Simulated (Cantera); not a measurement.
Input: 1 mol Ti, 0.056 mol C3H8, 2.2 mol H2, held at 1875 °C and 700 Pa.

Equilibrium computed with Cantera from the NASA thermochemical tables; the gas is ideal and each condensed phase is pure. Candidate condensed phases: C, C6H6, C7H8, C8H18, Ti, TiC; 77 gas species. Mutual solubility and eutectic melting of coexisting phases are not modelled. TiC: taken at fixed stoichiometry. Condensed phases not in the tables: N, O or C dissolved in the metal. Kinetics and transport are ignored.

Base state: H2 0.943, H 0.0484, Ti 0.00865 (mole fractions); condensed: Ti(l) + TiC(s).

What changes in the equilibrium state with this change: pressure from 700 Pa to 4100 Pa?


```csv
species,before,after
H2,0.943,0.978
H,0.0484,0.0204
Ti,0.00865,0.00148
"Ti(l), mol",0.810,0.828
"TiC(s), mol",0.168,0.168
```
